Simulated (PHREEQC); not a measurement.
PHREEQC input (ion-association model, phreeqc.dat):

```
SOLUTION 0
  temp 25
  units mmol/kgw
  pH 7 charge
  Cl 193.72
  Ba 87
  Li 0.71
  Na 19
  O(0) 1 O2(g) -0.68
SOLUTION 1-40
  temp 25
  units mmol/kgw
  pH 7 charge
  Cl 132.01
  Sr 66
  O(0) 1 O2(g) -0.68
END
EXCHANGE 1-40
  X 0.23
  -equilibrate 1
END
SELECTED_OUTPUT 1
  -reset false
  -pH true
  -pe true
  -ionic_strength true
  -water true
  -step true
  -totals Ba Cl Li Na Sr
  -molalities BaX2 LiX NaX SrX2
  -saturation_indices Halite
PRINT
  -reset false
TRANSPORT
  -cells 40
  -shifts 198
  -lengths 0.0025
  -time_step 300
  -dispersivities 0.0035
  -boundary_conditions flux flux
  -correct_disp true
  -punch_cells 40
  -punch_frequency 6
END
```

Selected output (columns that matter, 25 of 34 rows; pore volumes added in front):

```
pore volumes	pH	mu	Ba	Cl	Li	Na	Sr	m_BaX2	m_LiX	m_NaX	m_SrX2	si_Halite
0	5.0979	0.19801	0	0.13201	0	0	0.066	0	0	0	0.115	-1000
0.1625	5.0979	0.19801	0	0.13201	0	0	0.066	0	0	0	0.115	-1000
0.4625	5.0979	0.19819	2.1613e-12	0.13213	6.9978e-08	1.0245e-06	0.06606	3.7625e-12	1.8269e-08	3.2158e-07	0.115	-8.7094
0.6125	5.0983	0.20169	6.6072e-09	0.13449	3.8146e-06	6.7106e-05	0.067204	1.1305e-08	9.8731e-07	2.0882e-05	0.11499	-6.8867
0.9125	5.1015	0.2351	3.0988e-05	0.15762	0.00011697	0.0025348	0.077449	4.5842e-05	2.815e-05	0.00073342	0.11457	-5.2518
1.0625	5.1032	0.2544	0.00029082	0.17158	0.00024669	0.0056882	0.082527	0.00040094	5.7314e-05	0.0015889	0.11378	-4.8695
1.2125	5.1042	0.26776	0.0013204	0.18173	0.00038479	0.0092817	0.084707	0.0017449	8.7528e-05	0.0025383	0.11194	-4.6355
1.5125	5.1051	0.27876	0.0080972	0.19101	0.00058409	0.014911	0.079656	0.01042	0.00013111	0.0040239	0.1025	-4.4108
1.6625	5.1052	0.28021	0.014214	0.19254	0.00063809	0.016565	0.073451	0.018272	0.00014315	0.004468	0.094422	-4.362
1.8125	5.1052	0.2807	0.021751	0.19323	0.00067057	0.017609	0.065719	0.027987	0.00015051	0.0047517	0.084562	-4.334
2.1125	5.1052	0.28082	0.038711	0.19364	0.00069917	0.018586	0.048462	0.049918	0.0001571	0.0050209	0.062493	-4.3097
2.2625	5.1052	0.28079	0.046982	0.19369	0.00070451	0.018782	0.040115	0.060622	0.00015835	0.0050754	0.051761	-4.305
2.4125	5.1052	0.28076	0.054551	0.19371	0.00070727	0.018887	0.032501	0.070415	0.000159	0.0051048	0.041953	-4.3025
2.7125	5.1052	0.28073	0.066825	0.19372	0.00070935	0.018971	0.020189	0.086288	0.00015949	0.0051283	0.026069	-4.3006
2.8625	5.1052	0.28073	0.071465	0.19372	0.00070969	0.018986	0.015542	0.092284	0.00015957	0.0051324	0.02007	-4.3002
3.1625	5.1052	0.28072	0.078135	0.19372	0.00070993	0.018997	0.0088668	0.1009	0.00015963	0.0051355	0.01145	-4.3
3.3125	5.1052	0.28072	0.080411	0.19372	0.00070997	0.018998	0.0065899	0.10384	0.00015964	0.005136	0.0085101	-4.2999
3.4625	5.1052	0.28072	0.082147	0.19372	0.00070998	0.018999	0.0048532	0.10608	0.00015965	0.0051362	0.0062674	-4.2999
3.7625	5.1052	0.28072	0.084429	0.19372	0.00071	0.019	0.0025715	0.10903	0.00015965	0.0051364	0.0033208	-4.2999
3.9125	5.1052	0.28072	0.085147	0.19372	0.00071	0.019	0.0018532	0.10996	0.00015965	0.0051364	0.0023932	-4.2999
4.2125	5.1052	0.28072	0.086053	0.19372	0.00071	0.019	0.00094669	0.11113	0.00015965	0.0051364	0.0012226	-4.2999
4.3625	5.1052	0.28072	0.086328	0.19372	0.00071	0.019	0.00067181	0.11148	0.00015965	0.0051364	0.00086758	-4.2999
4.5125	5.1052	0.28072	0.086525	0.19372	0.00071	0.019	0.00047479	0.11174	0.00015965	0.0051365	0.00061314	-4.2999
4.8125	5.1052	0.28072	0.086765	0.19372	0.00071	0.019	0.0002346	0.11205	0.00015965	0.0051365	0.00030296	-4.2999
4.9625	5.1052	0.28072	0.086836	0.19372	0.00071	0.019	0.00016413	0.11214	0.00015965	0.0051365	0.00021196	-4.2999
```
